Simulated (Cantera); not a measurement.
Charge: 1 mol SiH2Cl2, 2.3 mol N2, at 1575 °C and 32.0 Pa.

Method: chemical equilibrium by Gibbs-energy minimisation in Cantera with the NASA 1993 tables (ideal gas, pure condensed phases). Candidate condensed phases: NH4Cl, Si, Si3N4; 28 gas species. The tables' values for SiCl, SiCl3, SiN are old estimates; treat these amounts as uncertain. Rates play no part.

Base state: N2 0.518, SiCl2 0.169, H2 0.169, HCl 0.0995, Si 0.0196, H 0.0122, SiCl 0.00557, Cl 0.00546 (mole fractions); condensed: Si(l).

Question: What changes in the equilibrium state with this change: temperature from 1575 °C to 1725 °C?

Answer: 
```json
[
 {"species": "N2", "before": "0.518", "after": "0.482"},
 {"species": "H2", "before": "0.169", "after": "0.132"},
 {"species": "SiCl2", "before": "0.169", "after": "0.131"},
 {"species": "Si", "before": "0.0196", "after": "0.0648"},
 {"species": "Cl", "before": "0.00546", "after": "0.0224"},
 {"species": "H", "before": "0.0122", "after": "0.0326"},
 {"species": "SiCl", "before": "0.00557", "after": "0.0117"},
 {"species": "HCl", "before": "0.0995", "after": "0.122"},
 {"species": "Si2", "before": "0.000137", "after": "0.000326"},
 {"species": "SiN", "before": "9.75e-5", "after": "0.000211"},
 {"species": "SiH", "before": "0.000144", "after": "0.000287"},
 {"species": "SiCl3", "before": "0.000301", "after": "0.000182"},
 {"species": "Si2N", "before": "0.000149", "after": "0.000135"},
 {"species": "Si(l), mol", "before": "0.130", "after": "0"}
]
```
The tables' values for SiCl, SiN, SiCl3 are old estimates; treat these amounts as uncertain.

Question: What changes in the equilibrium state with this change: temperature from 1575 °C to 1452 °C?

Answer: 
| species | before | after |
|---|---|---|
| N2 | 0.518 | 0.531 |
| H2 | 0.169 | 0.180 |
| SiCl2 | 0.169 | 0.180 |
| Si | 0.0196 | 0.00317 |
| H | 0.0122 | 0.00441 |
| HCl | 0.0995 | 0.0970 |
| Si2 | 0.000137 | 1.51e-5 |
| Si3 | 3.17e-5 | 3.76e-6 |
| SiN | 9.75e-5 | 2.31e-5 |
| SiH | 0.000144 | 3.44e-5 |
| Si(l), mol | 0.130 | 0.197 |
